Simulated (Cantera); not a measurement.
# Premixed flame

A freely propagating, adiabatic, planar premixed flame of 3.04 % CH₄, 3.34 % C₂H₆, 16.2 % O₂, 77.5 % N₂, unburnt at 500 K and 1.70 bar; mixture-averaged transport, grid criteria slope 0.08 and curve 0.16, no radiation.

Computed with Cantera and GRI-Mech 3.0 (53 species, 325 reactions). Burning velocities carry a grid error of a few per cent, more on coarse grids.

| z (mm) | T (K) | u (m/s) | x CH₄ | x C₂H₆ | x O₂ | x H | x O | x CH₂O |
|---|---|---|---|---|---|---|---|---|
| -0.851 | 500 | 0.560 | 0.0303 | 0.0334 | 0.161 | <1e-8 | <1e-8 | 1.49e-7 |
| -0.568 | 504 | 0.565 | 0.0302 | 0.0333 | 0.161 | <1e-8 | <1e-8 | 2.77e-6 |
| -0.426 | 515 | 0.580 | 0.0299 | 0.0331 | 0.160 | <1e-8 | <1e-8 | 1.63e-5 |
| -0.284 | 590 | 0.668 | 0.0283 | 0.0320 | 0.153 | <1e-8 | <1e-8 | 0.000151 |
| -0.142 | 973 | 1.12 | 0.0210 | 0.0221 | 0.119 | 1.43e-5 | 9.45e-7 | 0.00120 |
| -0.0709 | 1353 | 1.59 | 0.0133 | 0.00915 | 0.0821 | 0.000238 | 2.84e-5 | 0.00140 |
| 0 | 1711 | 2.03 | 0.00412 | 0.000496 | 0.0411 | 0.00211 | 0.000405 | 0.000495 |
| 0.0709 | 1861 | 2.20 | 0.000341 | 1.03e-6 | 0.0184 | 0.00481 | 0.00139 | 6.20e-5 |
| 0.142 | 1908 | 2.25 | 1.33e-5 | <1e-8 | 0.0109 | 0.00580 | 0.00176 | 2.87e-6 |
| 0.284 | 1958 | 2.29 | 2.54e-8 | <1e-8 | 0.00703 | 0.00540 | 0.00151 | <1e-8 |
| 0.568 | 2013 | 2.35 | <1e-8 | <1e-8 | 0.00483 | 0.00399 | 0.00101 | <1e-8 |
| 1.14 | 2066 | 2.40 | <1e-8 | <1e-8 | 0.00296 | 0.00253 | 0.000546 | <1e-8 |
| 2.27 | 2106 | 2.44 | <1e-8 | <1e-8 | 0.00150 | 0.00149 | 0.000247 | <1e-8 |
x: mole fraction of selected species; z is measured from the peak of heat release.

```yaml
laminar_burning_velocity: 55.9 cm/s
thermal_thickness: 0.284 mm
peak x(H): 0.00585
peak x(O): 0.00176
peak x(CH₂O): 0.00152
grid_points: 145
```
